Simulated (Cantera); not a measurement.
**Abatement and gas-phase synthesis: CS2 + H2 + N2**

A closed system holds: 1 mol CS2, 0.5 mol H2, 14 mol N2, held at 0.100 bar.

These are equilibrium values from Cantera (NASA tables, ideal gas, pure condensed phases), not measurements of a reactor. Candidate condensed phases: C, C6H6, C7H8, C8H18, S; 100 gas species. Gases not in the tables: S3 to S7. Kinetics and transport are ignored.

From 752 °C to 1552 °C the condensed part is C(graphite). At 1652 °C nothing is condensed. The main C-bearing gas is CS2 throughout. The share of C in condensed phases is highest at 752 °C (27.7 %) and lowest at 1652 °C (0.0 %).

| T (°C) | log p N2 | log p CS2 | log p H2 | log p H2S | log p CS | log p S2 | n C(graphite) |
|---|---|---|---|---|---|---|---|
| 752 | -1.04 | -2.33 | -3.04 | -2.63 | -7.86 | -3.20 | 0.277 |
| 852 | -1.04 | -2.31 | -2.81 | -2.77 | -6.85 | -3.14 | 0.243 |
| 952 | -1.04 | -2.29 | -2.67 | -2.95 | -6.01 | -3.09 | 0.213 |
| 1052 | -1.04 | -2.28 | -2.60 | -3.15 | -5.30 | -3.05 | 0.194 |
| 1152 | -1.04 | -2.28 | -2.56 | -3.34 | -4.70 | -3.01 | 0.184 |
| 1252 | -1.04 | -2.28 | -2.54 | -3.52 | -4.18 | -2.99 | 0.175 |
| 1352 | -1.04 | -2.29 | -2.53 | -3.70 | -3.72 | -2.97 | 0.163 |
| 1452 | -1.05 | -2.30 | -2.52 | -3.86 | -3.32 | -2.97 | 0.136 |
| 1552 | -1.05 | -2.32 | -2.52 | -4.01 | -2.98 | -2.98 | 0.0804 |
| 1652 | -1.05 | -2.37 | -2.53 | -4.15 | -2.70 | -2.98 | 0 |
log p: log10 of the partial pressure in bar; n: condensed amount in mol.
